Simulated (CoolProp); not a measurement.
Propylene at 276.39 K and 0.064 MPa flows at 0.34 m/s in a round tube of 6 mm bore and 45 µm roughness, fully developed (64/Re and Nu = 3.66 if laminar; Colebrook and Gnielinski if turbulent). Each further row changes one setting.

Model: reference Helmholtz-energy equation of state, Lemmon 2013, in CoolProp.

```
case               Reynolds number  Darcy friction factor  pressure drop (Pa/m)  heat-transfer coefficient (W/(m² K))  mass flow (kg/h)
-----------------  ---------------  ---------------------  --------------------  ------------------------------------  ----------------
as stated                      306                  0.209                  2.39                                  9.15            0.0410
velocity 0.68 m/s              611                  0.105                  4.78                                  9.15            0.0821
diameter 12 mm                 611                  0.105                 0.598                                  4.57             0.164
```

Viscosity comes from a separate model (Huber 2003), an estimate that may be off by 10 % or more. Thermal conductivity comes from a separate model (Huber 2003), an estimate that may be off by 10 % or more.
